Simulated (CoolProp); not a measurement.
Chlorine along the isotherm 8.05 °C: density (kg/m³) from the reference equation and from simpler models built on Tc = 143.7 °C, pc = 7.642 MPa, ω = 0.070; each cubic takes its own stable root.

The numbers come from the reference Helmholtz-energy equation of state, Thol 2021 in CoolProp.

```json
[
 {"p (MPa)": "0.0363", "phase": "gas", "reference": "1.107"},
 {"p (MPa)": "0.0547", "phase": "gas", "reference": "1.673"},
 {"p (MPa)": "0.0825", "phase": "gas", "reference": "2.534"},
 {"p (MPa)": "0.124", "phase": "gas", "reference": "3.833"},
 {"p (MPa)": "0.188", "phase": "gas", "reference": "5.872"},
 {"p (MPa)": "0.283", "phase": "gas", "reference": "8.981"},
 {"p (MPa)": "0.427", "phase": "gas", "reference": "13.90"},
 {"p (MPa)": "0.645", "phase": "liquid", "reference": "1445"},
 {"p (MPa)": "0.973", "phase": "liquid", "reference": "1445"},
 {"p (MPa)": "1.47", "phase": "liquid", "reference": "1447"},
 {"p (MPa)": "2.21", "phase": "liquid", "reference": "1448"},
 {"p (MPa)": "3.34", "phase": "liquid", "reference": "1451"},
 {"p (MPa)": "5.04", "phase": "liquid", "reference": "1455"},
 {"p (MPa)": "7.6", "phase": "liquid", "reference": "1461"},
 {"p (MPa)": "11.5", "phase": "liquid", "reference": "1470"}
]
```

Task: How far does each simpler model (van der Waals, Redlich-Kwong, Soave-Redlich-Kwong, Peng-Robinson) lie from the reference over these 15 states: mean and median of the absolute difference, and the worst?

Result: 
- van der Waals: mean 28.1 %, median 35.3 %, worst -98.5 % at 8.05 °C and 0.645 MPa
- Redlich-Kwong: mean 4.3 %, median 7.3 %, worst -8.0 % at 8.05 °C and 0.645 MPa
- Soave-Redlich-Kwong: mean 4.2 %, median 7.1 %, worst -7.9 % at 8.05 °C and 0.645 MPa
- Peng-Robinson: mean 2.4 %, median 4.2 %, worst +4.7 % at 8.05 °C and 11.5 MPa

At some of these states van der Waals gives the other phase, because its saturation line lies elsewhere.
